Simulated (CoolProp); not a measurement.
Values from CoolProp's reference Helmholtz-energy equation of state, Lemmon 2006. It is a short technical equation, of lower accuracy than the large ones.

Problem. For isopentane, give the phase and the density (kg/m³), cv (kJ/(kg K)), isothermal compressibility (1/MPa), expansivity (1/kK) at 19.75 °C and 27.8 bar.

Solution. 
- 19.75 °C and 27.8 bar: liquid; density 624, cv 1.68, isothermal compressibility 0.00208, expansivity 1.56
